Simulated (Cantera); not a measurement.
A closed system holds: 1 mol Fe(CO)₅, 7.2 mol CO, 4.2 mol N₂, at 10.0 Torr.

Cantera equilibrium calculation (NASA polynomials, part measured and part estimated; ideal gas, pure solids and liquids). Candidate condensed phases: C, Fe, Fe(CO)₅, FeO, Fe₂O₃, Fe₃O₄; 27 gas species. Condensed phases not in the tables: cementite and carbon dissolved in iron. Equilibrium is a limit: real reactors are often held back by kinetics, nucleation or transport.

x: gas mole fraction; n: condensed amount in mol.

```
T (K)   x CO   x N₂     x CO₂      x Fe    x C₂N₂    x CN  n C(graphite)  n Fe(α)  n Fe(γ)
-----  -----  -----  --------  --------  --------  ------  -------------  -------  -------
1123   0.743  0.256  0.000445  2.34e-10    <1e-12  <1e-12        0.00729     1.00        0
1173   0.744  0.256  0.000206   1.47e-9    <1e-12  <1e-12        0.00337     1.00        0
1223   0.744  0.256  0.000101   7.93e-9  3.04e-12  <1e-12        0.00166        0     1.00
1273   0.744  0.256   5.30e-5   3.73e-8  1.02e-11  <1e-12              0        0    1.000
1323   0.744  0.256   2.91e-5   1.56e-7  3.10e-11     ___              0        0    1.000
1373   0.744  0.256   1.68e-5   5.85e-7  8.73e-11     ___              0        0    1.000
1423   0.744  0.256   1.00e-5   2.00e-6  2.29e-10     ___              0        0    1.000
1473   0.744  0.256   6.24e-6   6.27e-6  5.60e-10     ___              0        0    1.000
1523   0.744  0.256   4.01e-6   1.82e-5   1.30e-9     ___              0        0    1.000
1573   0.744  0.256   2.65e-6   4.93e-5   2.84e-9     ___              0        0    0.999
1623   0.744  0.256   1.80e-6  0.000125   5.93e-9     ___              0        0    0.998
```

Q: What belongs in the gaps?

A: 
- 1323, x CN: 3.66e-12
- 1373, x CN: 1.56e-11
- 1423, x CN: 5.99e-11
- 1473, x CN: 2.10e-10
- 1523, x CN: 6.77e-10
- 1573, x CN: 2.03e-9
- 1623, x CN: 5.66e-9
